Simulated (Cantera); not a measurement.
Charge: 1 mol (CH3)2SiCl2, 0.2 mol HCl, 11 mol H2, equilibrated at 925 K and 435 Torr.

Cantera equilibrium calculation (NASA polynomials, part measured and part estimated; ideal gas, pure solids and liquids). Candidate condensed phases: C, C6H6, C7H8, C8H18, Si, SiC; 109 gas species. The feed counts by its element totals alone. The tables' values for SiCl3 are old estimates; treat these amounts as uncertain. Kinetics and transport are ignored.

Task: What is the equilibrium state?

Result: 
- x(H2): 0.837
- x(CH4): 0.0922
- x(HCl): 0.0398
- x(SiCl4): 0.0290
- x(SiHCl3): 0.00222
- x(SiCl3): 1.95e-5
- x(SiH2Cl2): 1.67e-5
- n(C(graphite)): 0.176 mol
- n(SiC(s)): 0.577 mol
- gas amount: 13.53 mol
- log10 activity of Si(s) (absent): -3.72
